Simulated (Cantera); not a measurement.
## Hydrocarbon pyrolysis for carbon deposition

An isothermal, constant-pressure homogeneous reactor starts with C2H6 : H2 = 1 : 5.1 (molar parts), at 1225 K and 0.132 atm.

Cantera simulation using GRI-Mech 3.0 (53 species, 325 reactions); the numbers are that mechanism's predictions, not measurements. GRI-Mech 3.0 stops at C3 and has no aromatics, soot or wall deposition, so with more carbon than oxygen in the feed, carbon stays in small species such as C2H2 where larger ones or solid carbon would form.

```
t (s)       x C2H6   x H2      x H     x C2H    x CH3
--------  --------  -----  -------  --------  -------
3.00e-6      0.164  0.836  3.82e-8    <1e-12  1.08e-6
1.72e-5      0.164  0.836  3.30e-7    <1e-12  4.50e-6
9.85e-5      0.164  0.836  2.16e-6    <1e-12  8.37e-6
0.000565     0.161  0.836  1.13e-5    <1e-12  2.98e-5
0.00324      0.128  0.836  2.19e-5    <1e-12  7.84e-5
0.0185      0.0308  0.833  2.21e-5  1.55e-11  4.13e-5
0.106      0.00162  0.832  7.88e-6  2.84e-11  9.62e-6
0.609     0.000903  0.832  6.13e-6  5.84e-11  8.07e-6
3.49      0.000563  0.826  4.76e-6  7.16e-11  7.88e-6
20.0      0.000447  0.802  3.23e-6  4.33e-11  8.67e-6
```
x: mole fraction; the columns are a selection and need not sum to one.

Equilibrium at this temperature and pressure: C2H6 9.65e-5, H2 0.704, H 7.21e-7, C2H 2.79e-12, CH3 5.42e-6 (gas phase only).
